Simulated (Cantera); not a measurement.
Source: NASA polynomial tables (part measured, part estimated), evaluated in Cantera. Values are per mole of reaction as written; species without (g) are pure solids or liquids, kept so even where they would boil at 1 bar.

Q: Between 1748 and 2423 K, where is each reaction favourable under standard conditions?
- 2 P2(g) + 5 H2O2(g) = 5 H2(g) + P4O10(g)

A: 
- 2 P2(g) + 5 H2O2(g) = 5 H2(g) + P4O10(g): ΔG° is -1667 kJ at 1748 K and -1386 kJ at 2423 K; it stays negative (K > 1). ΔH° is -2374 kJ and ΔS° -408 J/K at 2423 K.
